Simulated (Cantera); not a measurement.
What does this Cantera script print?

```python
import numpy as np
import cantera as ct

gas = ct.Solution("h2o2.yaml")
gas.TPX = 375, 500000, {'H2': 1, 'O2': 0.575, 'N2': 2.16}
flame = ct.FreeFlame(gas, width=0.013)
flame.set_refine_criteria(ratio=3, slope=0.08, curve=0.16)
flame.transport_model = "mixture-averaged"
flame.solve(loglevel=0, auto=True)
z, T = flame.grid, flame.T
thick = (T[-1] - T[0]) / np.gradient(T, z).max()
show = ['H2', 'O2', 'OH', 'H2O', 'H', 'HO2']
print(f"laminar burning velocity  {flame.velocity[0] * 100:.3f} cm/s")
print(f"burnt temperature         {T[-1]:.1f} K")
print(f"thermal thickness         {thick * 1e3:.4f} mm")
print(f"grid points               {len(z)}")
z0 = z[flame.heat_release_rate.argmax()]
print(f"{'z/mm':>9s}{'T/K':>9s}{'u/(m/s)':>9s}" + "".join(f"{s:>11s}" for s in show))
rows = []
for k in (-3, -2, -1.5, -1, -0.5, -0.25, 0, 0.25, 0.5, 1, 2, 4, 8):
    zz = z0 + k * thick
    rows.append([k * thick, np.interp(zz, z, T), np.interp(zz, z, flame.velocity),
                 *(np.interp(zz, z, flame.X[gas.species_index(s)]) for s in show)])
    print(f"{rows[-1][0] * 1e3:9.3f}{rows[-1][1]:9.1f}{rows[-1][2]:9.3f}" + "".join(f"{x:11.3e}" for x in rows[-1][3:]))
```

Output:

```
laminar burning velocity  209.677 cm/s
burnt temperature         2304.4 K
thermal thickness         0.0533 mm
grid points               113
     z/mm      T/K  u/(m/s)         H2         O2         OH        H2O          H        HO2
   -0.160    375.0    2.097  2.676e-01  1.540e-01  3.063e-13  5.744e-08  6.775e-15  8.680e-10
   -0.107    375.1    2.096  2.670e-01  1.541e-01  7.160e-12  1.603e-06  1.464e-13  2.939e-08
   -0.080    375.7    2.094  2.652e-01  1.545e-01  9.129e-11  1.400e-05  1.499e-12  2.907e-07
   -0.053    380.6    2.103  2.582e-01  1.559e-01  6.279e-09  1.778e-04  8.323e-11  4.459e-06
   -0.027    488.9    2.583  2.167e-01  1.607e-01  1.753e-05  9.029e-03  3.291e-06  3.876e-04
   -0.013    844.7    4.298  1.632e-01  1.484e-01  7.687e-04  5.234e-02  9.971e-04  9.584e-04
    0.000   1301.3    6.493  1.020e-01  1.129e-01  2.543e-03  1.296e-01  6.932e-03  4.511e-04
    0.013   1616.7    8.017  5.486e-02  7.362e-02  6.455e-03  1.982e-01  1.277e-02  2.235e-04
    0.027   1798.7    8.895  3.184e-02  5.108e-02  1.025e-02  2.348e-01  1.341e-02  1.235e-04
    0.053   1979.9    9.740  1.901e-02  3.754e-02  1.297e-02  2.589e-01  9.250e-03  6.118e-05
    0.107   2126.3   10.391  1.253e-02  3.239e-02  1.215e-02  2.737e-01  4.384e-03  3.021e-05
    0.213   2225.2   10.814  7.111e-03  2.961e-02  9.636e-03  2.851e-01  1.631e-03  1.425e-05
    0.426   2278.3   11.035  3.576e-03  2.836e-02  7.104e-03  2.921e-01  5.515e-04  7.390e-06
```

Detailed kinetics in Cantera: the H2/O2 subset of GRI-Mech 3.0, which has no nitrogen chemistry. The hydrogen kinetics of GRI-Mech 3.0 are dated; newer H2 mechanisms differ, most at raised pressure. Burning velocities carry a grid error of a few per cent, more on coarse grids.
